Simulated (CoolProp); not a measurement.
Model: reference Helmholtz-energy equation of state, de Reuck 1993, in CoolProp.

Task: For methanol, give the phase and the Z, cv (kJ/(kg K)), isothermal compressibility (1/MPa), Prandtl number at 470.1 K and 1.46 MPa.

Result: 
- 470.1 K and 1.46 MPa: gas; Z 0.904, cv 1.93, isothermal compressibility 0.772, Prandtl number 0.994

Viscosity comes from a separate model (Xiang 2006). Thermal conductivity comes from a separate model (Sykioti 2013).
